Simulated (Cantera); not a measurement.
An isothermal, constant-pressure homogeneous reactor starts with 99.1 % N2O, 0.941 % H2O, at 1375 K and 750 Torr.

Computed with Cantera and GRI-Mech 3.0 (53 species, 325 reactions). GRI-Mech 3.0 was tuned for natural gas; its chemistry of N2O as a main component is partial and can be far from experiment. The mechanism lacks the step 2 NO + O2 → 2 NO2, which can matter for NO2 below about 1400 K. The temperature is held fixed by assumption; the heat of reaction is taken as removed at once.

**Question.** Predict: x(N2O) at 30.0 s; x(H2O) at 30.0 s; x(O) at 30.0 s; x(N2) at 30.0 s; x(O2) at 30.0 s; x(H2) at 30.0 s.

**Answer.** 
| Quantity | Result |
|---|---|
| x(N2O) at 30.0 s | 2.15e-6 (gas-phase equilibrium 4.27e-8) |
| x(H2O) at 30.0 s | 0.00629 (gas-phase equilibrium 0.00629) |
| x(O) at 30.0 s | 3.44e-7 (gas-phase equilibrium 3.69e-7) |
| x(N2) at 30.0 s | 0.619 (gas-phase equilibrium 0.662) |
| x(O2) at 30.0 s | 0.287 (gas-phase equilibrium 0.331) |
| x(H2) at 30.0 s | 3.62e-9 (gas-phase equilibrium 3.37e-9) |
